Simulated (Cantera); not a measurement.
Input (Python, Cantera):

```python
import numpy as np
import cantera as ct

gas = ct.Solution("gri30.yaml")
gas.TPX = 2125, 6200, {'NO': 1, 'N2': 0.57}
reactor = ct.IdealGasConstPressureReactor(gas, energy="off", clone=False)
net = ct.ReactorNet([reactor])
net.rtol, net.atol = 1e-08, 1e-18
show = ['NO', 'O2', 'O', 'NO2', 'N2', 'N2O']
times = np.geomspace(1e-06, 6, 15)

steps = ct.SolutionArray(gas, extra=["t"])
rows = []
print(f"{'t/s':>10s}{'T/K':>9s}{'P/Pa':>11s}" + "".join(f"{s:>11s}" for s in show))
for t in times:
    while net.time < t:
        t_next = net.step()
        steps.append(gas.state, t=t_next)
    rows.append([np.interp(t, steps.t, y) for y in (steps.T, steps.P, *steps(*show).X.T)])
    print(f"{t:10.3e}{rows[-1][0]:9.1f}{rows[-1][1]:11.4g}" + "".join(f"{x:11.3e}" for x in rows[-1][2:]))
rate = np.gradient(steps.T, steps.t)
print("integrator steps:", len(steps.t))
if steps.T.max() > steps.T[0] + 200:
    print(f"time of steepest temperature rise: {steps.t[rate.argmax()]:.4e} s")
gas.TPX = 2125, 6200, {'NO': 1, 'N2': 0.57}
gas.equilibrate("TP")
print(f"equilibrium (TP): T = {gas.T:.1f} K  " + "  ".join(f"{s} {gas[s].X[0]:.3e}" for s in show))
```

Result:

```
       t/s      T/K       P/Pa         NO         O2          O        NO2         N2        N2O
 1.000e-06   2125.0       6200  6.369e-01  3.629e-12  6.866e-08  5.817e-12  3.631e-01  6.865e-08
 3.049e-06   2125.0       6200  6.369e-01  3.366e-11  2.094e-07  5.387e-11  3.631e-01  2.092e-07
 9.296e-06   2125.0       6200  6.369e-01  3.163e-10  6.388e-07  5.038e-10  3.631e-01  6.373e-07
 2.834e-05   2125.0       6200  6.369e-01  2.923e-09  1.951e-06  4.587e-09  3.631e-01  1.937e-06
 8.642e-05   2125.0       6200  6.369e-01  2.723e-08  5.977e-06  4.086e-08  3.631e-01  5.849e-06
 2.635e-04   2125.0       6200  6.369e-01  2.570e-07  1.852e-05  3.377e-07  3.631e-01  1.732e-05
 8.034e-04   2125.0       6200  6.368e-01  2.526e-06  5.947e-05  2.305e-06  3.631e-01  4.832e-05
 2.449e-03   2125.0       6200  6.365e-01  2.798e-05  2.038e-04  1.115e-05  3.631e-01  1.135e-04
 7.468e-03   2125.0       6200  6.353e-01  3.361e-04  6.125e-04  3.204e-05  3.636e-01  1.726e-04
 2.277e-02   2125.0       6200  6.306e-01  2.463e-03  9.473e-04  4.618e-05  3.658e-01  1.654e-04
 6.943e-02   2125.0       6200  6.150e-01  1.011e-02  1.122e-03  5.832e-05  3.735e-01  1.517e-04
 2.117e-01   2125.0       6200  5.634e-01  3.565e-02  1.543e-03  8.367e-05  3.992e-01  1.179e-04
 6.454e-01   2125.0       6200  4.009e-01  1.163e-01  2.407e-03  1.040e-04  4.802e-01  5.188e-05
 1.968e+00   2125.0       6200  1.195e-01  2.564e-01  3.405e-03  4.639e-05  6.206e-01  4.093e-06
 6.000e+00   2125.0       6200  1.823e-02  3.069e-01  3.698e-03  7.762e-06  6.712e-01  2.035e-07
integrator steps: 911
equilibrium (TP): T = 2125.0 K  NO 1.194e-02  O2 3.100e-01  O 3.715e-03  NO2 5.111e-06  N2 6.743e-01  N2O 1.535e-07
```

Model: GRI-Mech 3.0 (53 species, 325 reactions), integrated in Cantera.
